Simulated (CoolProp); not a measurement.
Vapour-liquid equilibrium of propylene (1) + R114 (2) at 52.95 °C; x and y are mole fractions of (1).

Model: multi-fluid Helmholtz-energy mixture model, Lemmon 2013 and Platzer 1990; pair parameters Bell 2016, in CoolProp. This equation is an older, rougher fit; its heat capacities, sound speeds and derivatives of the liquid may be far off and weren't checked against measurements.

Problem. Give the bubble pressure and the first vapour's composition at x = 0.05, 0.2, 0.95. Is there an azeotrope?

Solution. x = 0.05: 0.5808 MPa, y = 0.186; x = 0.2: 0.8728 MPa, y = 0.503; x = 0.95: 2.104 MPa, y = 0.974. No azeotrope shows between x = 0.05 and 0.95.

The pair parameters rest on a limited set of measurements; away from them the model extrapolates.
